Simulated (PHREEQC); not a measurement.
Dissolve 0.0083 mol/kgw CuCl2, 0.039 mol/kgw HBF4 and 0.51 mol/kgw Na2SO4 at 25 °C. Closed to the air; pH follows from the charge balance.

Equilibrium calculation in PHREEQC: ion-association model, phreeqc.dat.

Precipitation was switched off in this run.

### Question
What pH does the model give?

### Answer
pH 2.20.

### Question
In which forms is F present?

### Answer
BF4- 92 %, HF 3.6 %, BF3OH- 3.4 %, F- 0.9 % of the F.

Ionic strength above about 0.7 mol/kgw puts this run outside the model's range. Real BF4- forms and hydrolyses slowly; the run takes it at equilibrium.
